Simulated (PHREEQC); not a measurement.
**Sulfide liquor: speciation**

Make-up at 68 °C: 4.7 mmol/kgw Na2S, 15 mmol/kgw NaCl, 0.11 mmol/kgw ZnCl2 and 3.8 mmol/kgw HBr. Closed to the air; pH follows from the charge balance.

Model: ion-association model, phreeqc.dat, run in PHREEQC.

This is a speciation only: nothing precipitates in the calculation.

Problem. Estimate the pH.

Solution. pH 9.69.

Problem. In which forms is Zn present?

Solution. Zn(HS)2 94 %, Zn(HS)3- 6.0 % of the Zn.

The solution is supersaturated, for example in Sphalerite (slow to form), so a real one may precipitate; this is no full list. Complexes and solids missing from the database can't appear. Constants without temperature data keep their 25 °C values here.
